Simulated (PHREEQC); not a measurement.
Buffer: speciation

Consider water at 32 °C with 0.25 mol/kgw NaHSO4 and 4.4e-05 mol/kgw Na2B4O7. Closed to the air; pH follows from the charge balance.

The numbers come from PHREEQC with the ion-association model, phreeqc.dat.

Precipitation was switched off in this run.

Q: What pH, specific conductance does the model give?

A: pH 1.17; specific conductance 50100 µS/cm.

Q: In which forms is Na present?

A: Na+ 92 %, NaSO4- 7.6 % of the Na.
